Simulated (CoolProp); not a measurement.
A closed Brayton cycle with carbon dioxide: compressor inlet 308.15 K and 9.1 MPa, high pressure 25.5 MPa, turbine inlet 700 K, compressor efficiency 0.89, turbine efficiency 0.9, recuperator effectiveness 0.95 (on enthalpy, no pinch check). Each further row changes one setting.

The numbers come from the reference Helmholtz-energy equation of state, Span 1996 in CoolProp.

```
case                           thermal efficiency (%)  net work (kJ/kg)  compressor to turbine work  compressor exit (K)  turbine exit (K)
-----------------------------  ----------------------  ----------------  --------------------------  -------------------  ----------------
as stated                                        33.7              85.7                        0.23                337.1             587.4
turbine inlet 650 K                              31.3              75.6                        0.25                337.1             541.6
compressor inlet 318.15 K                        32.0              71.4                        0.36                384.0             587.4
high pressure 21.7 MPa                           32.4              75.4                        0.21                331.8             604.7
recuperator effectiveness 0.5                    21.6              85.7                        0.23                337.1             587.4
```
